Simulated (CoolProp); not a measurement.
Vapour-liquid equilibrium of n-hexane (1) + benzene (2) at 0.0655 MPa; x and y are mole fractions of (1).

The numbers come from the multi-fluid Helmholtz-energy mixture model, Thol 2019 and Thol 2012; pair parameters Bell 2016 in CoolProp.

```json
[
 {"x": "0.05", "bubble temperature (K)": "337.7", "y at the bubble point": "0.108", "dew temperature at overall composition x (K)": "338.8", "liquid density (mol/L)": "10.39"},
 {"x": "0.125", "bubble temperature (K)": "335.5", "y at the bubble point": "0.232", "dew temperature at overall composition x (K)": "337.4", "liquid density (mol/L)": "10.08"},
 {"x": "0.2", "bubble temperature (K)": "333.8", "y at the bubble point": "0.326", "dew temperature at overall composition x (K)": "336.1", "liquid density (mol/L)": "9.772"},
 {"x": "0.275", "bubble temperature (K)": "332.5", "y at the bubble point": "0.403", "dew temperature at overall composition x (K)": "334.7", "liquid density (mol/L)": "9.480"},
 {"x": "0.35", "bubble temperature (K)": "331.5", "y at the bubble point": "0.469", "dew temperature at overall composition x (K)": "333.4", "liquid density (mol/L)": "9.202"},
 {"x": "0.425", "bubble temperature (K)": "330.7", "y at the bubble point": "0.528", "dew temperature at overall composition x (K)": "332.2", "liquid density (mol/L)": "8.936"},
 {"x": "0.5", "bubble temperature (K)": "330.1", "y at the bubble point": "0.584", "dew temperature at overall composition x (K)": "331.1", "liquid density (mol/L)": "8.683"},
 {"x": "0.575", "bubble temperature (K)": "329.6", "y at the bubble point": "0.639", "dew temperature at overall composition x (K)": "330.2", "liquid density (mol/L)": "8.441"},
 {"x": "0.65", "bubble temperature (K)": "329.2", "y at the bubble point": "0.694", "dew temperature at overall composition x (K)": "329.5", "liquid density (mol/L)": "8.212"},
 {"x": "0.725", "bubble temperature (K)": "328.9", "y at the bubble point": "0.752", "dew temperature at overall composition x (K)": "329.0", "liquid density (mol/L)": "7.992"},
 {"x": "0.8", "bubble temperature (K)": "328.7", "y at the bubble point": "0.813", "dew temperature at overall composition x (K)": "328.7", "liquid density (mol/L)": "7.783"},
 {"x": "0.875", "bubble temperature (K)": "328.6", "y at the bubble point": "0.878", "dew temperature at overall composition x (K)": "328.6", "liquid density (mol/L)": "7.583"},
 {"x": "0.95", "bubble temperature (K)": "328.6", "y at the bubble point": "0.949", "dew temperature at overall composition x (K)": "328.6", "liquid density (mol/L)": "7.391"}
]
```

y crosses x between x = 0.875 and 0.95: the model has an azeotrope there.

The pair parameters rest on a limited set of measurements; away from them the model extrapolates.
